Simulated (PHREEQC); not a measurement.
Consider water at 25 °C with 0.53 mmol/kgw Na2CO3, 0.1 mmol/kgw MgCl2, 0.00038 mmol/kgw Fe2(SO4)3 and 0.00043 mmol/kgw CaBr2. Closed to the air; pH follows from the charge balance.

Model: ion-association model, phreeqc.dat, run in PHREEQC.

The pH is 10.34 and the ionic strength is 0.00158 mol/kgw. The specific conductance is 165 µS/cm and the total alkalinity comes out as 1.06 meq/kg.

```tsv
species	molality	activity	log γ
Na+	0.00105	0.00101	-0.019
CO3-2	0.000273	0.000230	-0.076
HCO3-	0.000237	0.000227	-0.019
OH-	0.000229	0.000219	-0.019
Cl-	0.000200	0.000191	-0.019
Mg+2	7.96e-5	6.70e-5	-0.075
MgCO3	1.47e-5	1.47e-5	0.000
MgOH+	5.49e-6	5.25e-6	-0.019
NaCO3-	4.52e-6	4.32e-6	-0.019
SO4-2	1.12e-6	9.40e-7	-0.076
Br-	8.60e-7	8.22e-7	-0.019
Fe(OH)4-	7.25e-7	6.94e-7	-0.019
Ca+2	3.23e-7	2.72e-7	-0.076
```

Precipitation was switched off in this run. Examples of supersaturated solids here: Fe(OH)3(a), Hematite (slow to form). Others may be too. Species that the database lacks are ignored.
